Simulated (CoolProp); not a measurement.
Properties of fluoroethane (R161) along the isotherm 176.85 °C.

Values from CoolProp's reference Helmholtz-energy equation of state, Wu 2012.

| p (kPa) | phase | Z | cp (kJ/(kg K)) | cv (kJ/(kg K)) | speed of sound (m/s) | expansivity (1/kK) | fugacity coefficient |
|---|---|---|---|---|---|---|---|
| 333 | gas | 0.9870 | 1.701 | 1.518 | 291.6 | 2.321 | 0.9871 |
| 667 | gas | 0.9739 | 1.718 | 1.523 | 288.6 | 2.425 | 0.9743 |
| 1000 | gas | 0.9607 | 1.736 | 1.528 | 285.7 | 2.536 | 0.9617 |
| 1330 | gas | 0.9476 | 1.754 | 1.533 | 282.7 | 2.653 | 0.9493 |
| 1670 | gas | 0.9340 | 1.775 | 1.539 | 279.7 | 2.780 | 0.9366 |
| 2000 | gas | 0.9206 | 1.796 | 1.545 | 276.8 | 2.912 | 0.9245 |
| 2330 | gas | 0.9072 | 1.819 | 1.551 | 273.8 | 3.053 | 0.9124 |
| 2670 | gas | 0.8933 | 1.844 | 1.557 | 270.8 | 3.208 | 0.9001 |
| 3000 | gas | 0.8797 | 1.870 | 1.564 | 267.9 | 3.368 | 0.8883 |
| 3330 | gas | 0.8660 | 1.898 | 1.571 | 265.0 | 3.540 | 0.8766 |
| 3670 | gas | 0.8517 | 1.929 | 1.578 | 262.0 | 3.728 | 0.8647 |
| 4000 | gas | 0.8378 | 1.961 | 1.585 | 259.1 | 3.925 | 0.8532 |
| 4330 | gas | 0.8238 | 1.996 | 1.592 | 256.3 | 4.135 | 0.8418 |
| 4670 | gas | 0.8093 | 2.034 | 1.600 | 253.4 | 4.367 | 0.8303 |
| 5000 | gas | 0.7951 | 2.073 | 1.608 | 250.6 | 4.608 | 0.8191 |
